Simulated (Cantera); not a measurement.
Input: 1 mol Al₂O₃, 3.3 mol O₂, equilibrated at 2100 K and 100000 Pa.

Method: chemical equilibrium by Gibbs-energy minimisation in Cantera with the NASA 1993 tables (ideal gas, pure condensed phases). Candidate condensed phases: Al, Al₂O₃; 9 gas species. Equilibrium is a limit: real reactors are often held back by kinetics, nucleation or transport.

Base state: O₂ 0.999, O 0.00139 (mole fractions); condensed: Al₂O₃(s).

Question: What changes in the equilibrium state with this change: pressure from 100000 Pa to 19000 Pa?

Answer: 
| species | before | after |
|---|---|---|
| O₂ | 0.999 | 0.997 |
| O | 0.00139 | 0.00318 |
| Al₂O₃(s), mol | 1.00 | 1.00 |

Question: What changes in the equilibrium state with this change: Al₂O₃ replaced by TiO₂?

Answer: 
```json
[
 {"species": "O₂", "before": "0.999", "after": "0.999"},
 {"species": "O", "before": "0.00139", "after": "0.00139"},
 {"species": "Al₂O₃(s), mol", "before": "1.00", "after": "0"},
 {"species": "TiO₂(rutile), mol", "before": "0", "after": "1.000"}
]
```
Further candidate phases: Ti, TiO, TiO₂, Ti₂O₃, Ti₃O₅, Ti₄O₇.
